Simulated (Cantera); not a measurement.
B + H₂O + N₂ (boron, boron nitride and boron oxide)

Charge: 1 mol B, 1.5 mol H₂O, 0.28 mol N₂, held at 10.0 mbar.

Method: chemical equilibrium by Gibbs-energy minimisation in Cantera with the NASA 1993 tables (ideal gas, pure condensed phases). Candidate condensed phases: B, BN, B₂O₃, B₃O₃H₃, H₂O; 39 gas species. The numbers say what is thermodynamically allowed, not how fast it happens.

| T (K) | log p H₂ | log p B₂O₃ | log p N₂ | log p HBO₂ | log p H | log p BO | log p HBO | log p H₂O | log p B₂O₂ |
|---|---|---|---|---|---|---|---|---|---|
| 1900 | -2.23 | -2.85 | -2.91 | -3.13 | -4.22 | -4.10 | -3.32 | -4.46 | -3.90 |
| 1975 | -2.24 | -2.87 | -2.92 | -3.11 | -3.98 | -3.87 | -3.30 | -4.34 | -3.91 |
| 2050 | -2.25 | -2.90 | -2.92 | -3.08 | -3.77 | -3.67 | -3.30 | -4.22 | -3.94 |
| 2125 | -2.26 | -2.93 | -2.92 | -3.07 | -3.57 | -3.50 | -3.30 | -4.10 | -3.98 |
| 2200 | -2.28 | -2.96 | -2.93 | -3.05 | -3.39 | -3.34 | -3.32 | -3.99 | -4.04 |
| 2275 | -2.30 | -3.01 | -2.94 | -3.04 | -3.22 | -3.21 | -3.35 | -3.88 | -4.12 |
| 2350 | -2.32 | -3.07 | -2.95 | -3.03 | -3.07 | -3.10 | -3.39 | -3.77 | -4.22 |
log p: log10 of the partial pressure in bar; nothing condenses.

From 1900 K to 2350 K nothing is condensed. The main B-bearing gas is B₂O₃ throughout.
